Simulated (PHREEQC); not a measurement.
PHREEQC input (ion-association model, wateq4f.dat):

```
SOLUTION_MASTER_SPECIES
  Amm  AmmH+  0  AmmH  17.031  # ammonia with no redox link, constants of NH4+
SOLUTION_SPECIES
  AmmH+ = AmmH+
    -log_k 0
  AmmH+ = Amm + H+
    -log_k -9.252
    -delta_h 12.48 kcal
    -analytic 0.6322 -0.001225 -2835.76
    -gamma 2.5 0.0
  AmmH+ + SO4-2 = AmmHSO4-
    -log_k 1.11
    -gamma 5.0 0.0
PHASES
  Amm(g)
    Amm = Amm
    -log_k 1.770
    -delta_h -8.170 kcal
EXCHANGE_SPECIES
  AmmH+ + X- = AmmHX
    -log_k 0.6
SOLUTION 1
  temp 25
  units mol/kgw
  pH 7 charge
  Cl 0.065
  Na 0.065
SOLUTION 2
  temp 25
  units mol/kgw
  pH 7 charge
  F 0.0688
  Amm 0.0062
  Si 0.0094
  B 0.00058
  Cl 9.7e-05
END
SELECTED_OUTPUT 1
  -reset false
  -pH true
  -pe true
  -ionic_strength true
  -water true
  -totals Amm B Cl F Na Si
  -molalities H+ H3BO3 Cl- F- Na+ H4SiO4 H3SiO4- H2SiO4-2 H2BO3- O2
    OH- BF(OH)3- BF2(OH)2- BF3OH- BF4- SiF6-2 HF HF2- H2F2 NaF
    AmmH+ Amm
  -equilibrium_phases SiO2(a) Halite
PRINT
  -reset false
MIX 1
  1 1
  2 0
EQUILIBRIUM_PHASES 1
  SiO2(a) 0 0
  Halite 0 0
  O2(g) -0.68 10
END
# ... the last block is repeated for the other 10 points of share of solution B
```

Selected output (columns that matter, 11 of 11 rows; share of solution B added in front):

```
share of solution B	pH	mu	Amm	B	Cl	F	Na	Si	m_H+	m_H3BO3	m_Cl-	m_Na+	m_OH-	m_BF3OH-
0	6.987	0.065	0	0	0.065	0	0.065	0	1.2221e-07	0	0.065	0.065	1.2221e-07	0
0.1	2.8261	0.061568	0.00062001	5.8001e-05	0.058511	0.0068801	0.058501	0.00094002	0.0017655	4.292e-05	0.058511	0.058481	8.3974e-12	2.3744e-06
0.2	2.5847	0.058007	0.00124	0.000116	0.05202	0.01376	0.052001	0.00188	0.0030694	6.2559e-05	0.05202	0.051986	4.792e-12	6.4591e-06
0.3	2.4247	0.054479	0.00186	0.000174	0.04553	0.02064	0.045501	0.00282	0.0044235	6.6332e-05	0.04553	0.045488	3.2978e-12	1.0541e-05
0.4	2.3064	0.050947	0.00248	0.000232	0.039039	0.02752	0.039	0.00376	0.0057902	6.0886e-05	0.039039	0.03899	2.4976e-12	1.3972e-05
0.5	2.213	0.047398	0.0031	0.00029	0.032549	0.0344	0.0325	0.0047	0.0071539	5.1796e-05	0.032549	0.032492	2.0029e-12	1.6546e-05
0.6	2.1361	0.043831	0.00372	0.000348	0.026058	0.04128	0.026	0.00564	0.0085093	4.2549e-05	0.026058	0.025994	1.6673e-12	1.8342e-05
0.7	2.0705	0.04025	0.00434	0.000406	0.019568	0.04816	0.0195	0.00658	0.0098563	3.4644e-05	0.019568	0.019495	1.4244e-12	1.9556e-05
0.8	2.0133	0.036657	0.00496	0.000464	0.013078	0.05504	0.013	0.00752	0.011196	2.8371e-05	0.013078	0.012997	1.2398e-12	2.038e-05
0.9	1.9623	0.033057	0.00558	0.000522	0.0065873	0.06192	0.0065	0.00846	0.01253	2.3532e-05	0.0065873	0.0064984	1.0943e-12	2.0955e-05
1	1.9163	0.029452	0.0062	0.00058	9.7e-05	0.0688	0	0.0094	0.013861	1.982e-05	9.7e-05	0	9.7625e-13	2.1372e-05
```

Complexes and solids missing from the database can't appear. SiF6-2 is the database's only silicon fluoride. Real BF4- forms and hydrolyses slowly; the run takes it at equilibrium.
